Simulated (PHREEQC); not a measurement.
Solution (25 °C): 0.0017 mol HNO3, 0.044 mol KNO3 and 0.00038 mol CuSO4 per kg of water. Closed to the air; pH follows from the charge balance.

Model: ion-association model, phreeqc.dat, run in PHREEQC.

Each row changes one thing in this solution. This is a speciation only: nothing precipitates in the calculation.

```tsv
case	pH	ionic strength (mol/kgw)
as made	2.84	0.0471
temperature from 25 to 50 °C	2.85	0.0470
CuSO4 replaced by Fe2(SO4)3 at the same molality	2.76	0.0491
CuSO4 left out	2.84	0.0457
0.063 mol/kgw NaCl added	2.86	0.110
0.0013 mol/kgw NaCl added	2.84	0.0484
HNO3 replaced by Fe(NO3)3 at the same molality	2.92	0.0528
temperature from 25 to 15 °C	2.84	0.0471
```

Some of these states are supersaturated (in Jarosite-K, Hematite (slow to form), for instance). Constants without temperature data keep their 25 °C values here.
